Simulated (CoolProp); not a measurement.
Vapour-liquid equilibrium of R134a (1) + R1234ze(E) (2) at 215.3 K; x and y are mole fractions of (1).

Computed with CoolProp (multi-fluid Helmholtz-energy mixture model, Tillner-Roth 1994 and Thol 2016; pair parameters Bell 2022).

```
x      bubble pressure, mixture model (MPa)  bubble pressure, Raoult's law (MPa)  y, mixture model  y, Raoult's law
-----  ------------------------------------  -----------------------------------  ----------------  ---------------
0.05                                0.01343                              0.01313             0.089            0.070
0.125                               0.01417                              0.01353             0.201            0.169
0.2                                 0.01481                              0.01394             0.294            0.262
0.275                                   ___                              0.01434             0.376            0.350
0.35                                0.01584                              0.01475             0.449            0.433
0.425                               0.01626                              0.01515             0.517            0.512
0.5                                 0.01663                              0.01556             0.581            0.587
0.575                               0.01697                              0.01597             0.643            0.658
0.65                                0.01727                              0.01637             0.705            0.725
0.725                               0.01753                              0.01678             0.766            0.789
0.8                                 0.01777                              0.01718             0.828            0.850
0.875                                   ___                              0.01759             0.891            0.909
0.95                                0.01816                              0.01799               ___            0.964
```

Question: What belongs in the gaps?

Answer: 
- 0.275, bubble pressure, mixture model (MPa): 0.01536
- 0.875, bubble pressure, mixture model (MPa): 0.01798
- 0.95, y, mixture model: 0.956

The largest gap from Raoult's law is +7.4 % in bubble pressure, at x = 0.35. No azeotrope shows between x = 0.05 and 0.95.

Pair parameters are fitted to limited data, so mixtures are less certain than the pure fluids.
